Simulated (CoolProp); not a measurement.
Saturated liquid density (kg/m³) of chloromethane (R40): the reference equation beside estimates from Tc = 418.6 K, pc = 6.929 MPa, ω = 0.150. Rackett uses Z = 0.29056 − 0.08775 ω.

Values from CoolProp's reference Helmholtz-energy equation of state, Thol 2014.

```csv
T (K),reference,Rackett,Redlich-Kwong,Soave-Redlich-Kwong
324.6,855.0,836.7,758.8,777.8
329.5,843.6,826.2,746.2,765.5
334.4,832.0,815.3,733.3,752.7
339.2,820.2,804.4,720.2,739.7
344.1,807.9,792.9,706.4,726.0
349,795.1,781.0,692.1,711.6
353.8,782.1,769.0,677.6,697.0
358.7,768.3,756.3,662.2,681.5
363.6,753.9,743.0,646.2,665.2
368.4,739.0,729.4,629.8,648.4
373.3,723.1,714.8,612.2,630.4
378.2,706.1,699.3,593.7,611.3
```

Absolute difference from the reference over all 12 rows, mean and median: Rackett 1.7 and 1.7 %, Redlich-Kwong 13.3 and 13.2 %, Soave-Redlich-Kwong 10.9 and 10.7 %.
